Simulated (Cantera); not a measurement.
# Carbothermic reduction: Fe2O3 + CO + N2

Feed: 1 mol Fe2O3, 5 mol CO, 0.93 mol N2.

Method: chemical equilibrium by Gibbs-energy minimisation in Cantera with the NASA 1993 tables (ideal gas, pure condensed phases). Candidate condensed phases: C, Fe, Fe(CO)5, FeO, Fe2O3, Fe3O4; 27 gas species. The tables' stoichiometric FeO is somewhat more stable than real wüstite, so its field is too wide. FeO: taken at fixed stoichiometry. Kinetics and transport are ignored.

Question: Map the stable condensed phases over T = 1802, 1852, 1902, 1952, 2002, 2052, 2102, 2152, 2202, 2252, 2302 °C and P in Pa = 10, 52, 270, 1400, 7200, 37000, 190000, 1000000.

Answer: 
```
T in °C \ P in Pa
              10      52     270    1400    7200   37000  190000 1000000
   2302        A       A       A       A       B       B       B       B
   2252        A       A       A       A       B       B       B       B
   2202        A       A       A       A       B       B       B       B
   2152        A       A       A       B       B       B       B       B
   2102        A       A       A       B       B       B       B       B
   2052        A       A       A       B       B       B       B       B
   2002        A       A       A       B       B       B       B       B
   1952        A       A       B       B       B       B       B       B
   1902        A       A       B       B       B       B       B       B
   1852        A       A       B       B       B       B       B       B
   1802        A       B       B       B       B       B       B       B
```
A: gas only; B: FeO.
